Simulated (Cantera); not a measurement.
A closed system holds: 1 mol Fe(CO)₅, 8.9 mol H₂, 0.13 mol N₂, equilibrated at 1227 °C and 3300 Pa.

Cantera equilibrium calculation (NASA polynomials, part measured and part estimated; ideal gas, pure solids and liquids). Candidate condensed phases: C, C₆H₆, C₇H₈, C₈H₁₈, Fe, Fe(CO)₅, FeO, Fe(OH)₂, Fe(OH)₃, Fe₂O₃, Fe₃O₄, H₂O; 140 gas species. The numbers say what is thermodynamically allowed, not how fast it happens.

**Question.** What is the equilibrium state?

**Answer.** 
```
Property                                    Value
--------------------------------------  ---------
x(H₂)                                       0.634
x(CO)                                       0.356
x(N₂)                                     0.00925
x(H)                                      7.72e-5
x(H₂O)                                    3.56e-5
x(HCN)                                    2.91e-5
x(CH₄)                                    1.23e-5
x(CO₂)                                    7.74e-6
x(Fe)                                     4.55e-6
n(Fe(γ))                                1.000 mol
gas amount                              14.03 mol
log10 activity of C(graphite) (absent)      -0.44
log10 activity of Fe(OH)₂(s) (absent)      -15.37
log10 activity of Fe(OH)₃(s) (absent)      -25.32
```
